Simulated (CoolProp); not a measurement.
R365MFC along the isotherm 500 K: fugacity coefficient from the reference equation and from simpler models built on Tc = 460.0 K, pc = 3.266 MPa, ω = 0.377; each cubic takes its own stable root.

Model: reference Helmholtz-energy equation of state, Lemmon 2016, in CoolProp.

```tsv
p (MPa)	phase	reference
0.0155	gas	0.9987
0.0318	gas	0.9973
0.0653	gas	0.9944
0.134	gas	0.9886
0.276	gas	0.9766
0.566	gas	0.9525
1.16	gas	0.9041
2.39	gas	0.8090
4.9	supercritical	0.6359
```

**Question.** How far does each simpler model (van der Waals, Redlich-Kwong, Soave-Redlich-Kwong, Peng-Robinson) lie from the reference over these 9 states: mean and median of the absolute difference, and the worst?

**Answer.** 
- van der Waals: mean 0.6 %, median 0.3 %, worst +2.0 % at 500 K and 2.39 MPa
- Redlich-Kwong: mean 0.3 %, median 0.1 %, worst -1.6 % at 500 K and 4.9 MPa
- Soave-Redlich-Kwong: mean 0.8 %, median 0.2 %, worst +3.1 % at 500 K and 4.9 MPa
- Peng-Robinson: mean 0.3 %, median 0.1 %, worst -1.4 % at 500 K and 4.9 MPa
